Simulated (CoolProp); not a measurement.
Saturated liquid density (kg/m³) of ethanol: the reference equation beside estimates from Tc = 241.6 °C, pc = 6.268 MPa, ω = 0.644.

The numbers come from the reference Helmholtz-energy equation of state, Schroeder 2014 in CoolProp.

```csv
T (°C),reference,van der Waals,Redlich-Kwong,Soave-Redlich-Kwong
57.15,756.6,403.7,591.0,642.6
78.35,736.5,390.8,568.3,622.8
99.45,714.6,376.9,543.7,600.3
120.55,690.1,361.8,516.7,574.5
141.65,661.9,345.3,486.9,544.5
162.75,628.8,326.7,453.4,509.1
183.85,590.0,305.3,414.9,466.4
204.95,542.8,279.4,368.9,412.4
```

Absolute difference from the reference over all 8 rows, mean and median: van der Waals 47.6 and 47.7 %, Redlich-Kwong 26.2 and 25.8 %, Soave-Redlich-Kwong 18.1 and 17.2 %.
